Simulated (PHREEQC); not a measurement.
**Ultrapure water in contact with air or piping (model solution)**

Model water analysis in mmol/kgw, 25 °C, pH 6.33, pe 1.5: Na 0.0181; K 0.0143; Ca 0.00636; Mg 0.00637; Cl 0.0293; S(6) 0.00797; Alkalinity (meq/kgw) 0.00796; B 7.61e-05; Br 8.18e-06; Zn 0.00164; Mn(2) 0.000228.

Valence states are taken as typed.

Computed with PHREEQC (ion-association model, phreeqc.dat).

This is a speciation only: nothing precipitates in the calculation.

Question: What charge-balance error does the model give?

Answer: charge-balance error 7.2 %.

Question: In which forms is C present?

Answer: CO2 51 %, HCO3- 49 % of the C.
